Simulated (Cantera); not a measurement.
A closed system holds: 1 mol SiC, 0.82 mol N2, at 1527 °C and 1000 Pa.

Cantera equilibrium calculation (NASA polynomials, part measured and part estimated; ideal gas, pure solids and liquids). Candidate condensed phases: C, Si, SiC, Si3N4; 20 gas species. The numbers say what is thermodynamically allowed, not how fast it happens.

**Question.** What is the equilibrium state?

**Answer.** 
| Property | Value |
|---|---|
| x(N2) | 1.000 |
| x(Si) | 7.65e-6 |
| n(SiC(s)) | 1.000 mol |
| gas amount | 0.8200 mol |
| log10 activity of Si(l) (absent) | -1.62 |
